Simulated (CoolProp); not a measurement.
Properties of hydrogen chloride along the isobar 1.01 bar.

Values from CoolProp's reference Helmholtz-energy equation of state, Thol 2018.

| T (K) | phase | density (kg/m³) | cp (kJ/(kg K)) | cv (kJ/(kg K)) | expansivity (1/kK) |
|---|---|---|---|---|---|
| 239.9 | gas | 1.869 | 0.8259 | 0.5839 | 4.348 |
| 278.1 | gas | 1.605 | 0.8133 | 0.5775 | 3.684 |
| 316.4 | gas | 1.407 | 0.8072 | 0.5743 | 3.210 |
| 354.7 | gas | 1.253 | 0.8043 | 0.5729 | 2.849 |
| 393 | gas | 1.130 | 0.8031 | 0.5726 | 2.565 |
| 431.3 | gas | 1.029 | 0.8030 | 0.5731 | 2.333 |
| 469.5 | gas | 0.9447 | 0.8038 | 0.5743 | 2.140 |
| 507.8 | gas | 0.8732 | 0.8054 | 0.5761 | 1.977 |
| 546.1 | gas | 0.8117 | 0.8077 | 0.5786 | 1.837 |
